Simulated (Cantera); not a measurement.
## Premixed flame

A freely propagating, adiabatic, planar premixed flame of H₂ : O₂ : N₂ = 1 : 0.192 : 0.723 (molar parts), equivalence ratio 2.6, unburnt at 500 K and 66000 Pa; mixture-averaged transport, grid criteria slope 0.08 and curve 0.16, no radiation.

Model: the H2/O2 subset of GRI-Mech 3.0, which has no nitrogen chemistry, integrated in Cantera. Burning velocities carry a grid error of a few per cent, more on coarse grids.

```tsv
z (mm)	T (K)	u (m/s)	x H₂	x O₂	x H	x O	x HO₂	x H₂O
-2.27	500	5.82	0.522	0.100	<1e-8	<1e-8	<1e-8	<1e-8
-1.51	500	5.82	0.522	0.100	<1e-8	<1e-8	<1e-8	<1e-8
-1.14	500	5.82	0.522	0.100	<1e-8	<1e-8	<1e-8	<1e-8
-0.757	500	5.82	0.522	0.100	2.89e-8	<1e-8	5.85e-7	2.47e-7
-0.378	531	6.15	0.518	0.100	0.000269	1.30e-5	0.000210	0.00137
-0.189	763	8.63	0.487	0.0935	0.00822	0.000209	0.000113	0.0214
0	1131	12.5	0.401	0.0614	0.0442	0.00182	4.45e-5	0.0923
0.189	1375	15.1	0.323	0.0160	0.0771	0.00167	1.10e-5	0.180
0.378	1477	16.1	0.305	0.00257	0.0808	0.000625	1.68e-6	0.207
0.757	1572	17.1	0.309	0.000192	0.0712	0.000349	1.23e-7	0.213
1.51	1672	18.0	0.319	8.15e-5	0.0572	0.000268	5.47e-8	0.214
3.03	1772	19.0	0.328	5.17e-5	0.0426	0.000176	3.61e-8	0.216
6.05	1857	19.7	0.337	2.81e-5	0.0299	9.79e-5	2.14e-8	0.218
```
x: mole fraction of selected species; z is measured from the peak of heat release.

* **laminar burning velocity**: 582 cm/s
* **thermal thickness**: 0.757 mm
* **peak x(H)**: 0.0814
* **peak x(O)**: 0.00224
* **peak x(HO₂)**: 0.000218
* **grid points**: 128
